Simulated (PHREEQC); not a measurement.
A solution holds 0.0076 mol CuSO4, 0.22 mol H2SO4 and 0.00024 mol KCl per kg of water, at 75 °C. Closed to the air; pH follows from the charge balance.

The numbers come from PHREEQC with the ion-association model, wateq4f.dat.

Precipitation was switched off in this run.

Q: Order these S species by the share of S that they hold, largest first: CuSO4, HSO4-, SO4-2.

A: HSO4- (95 %), SO4-2 (4.6 %), CuSO4 (0.50 %)

The pH is 0.76 and the ionic strength 0.254 mol/kgw. Species that the database lacks are ignored. Away from 25 °C the constants follow the database's enthalpies or fits; those with neither stay at their 25 °C values.
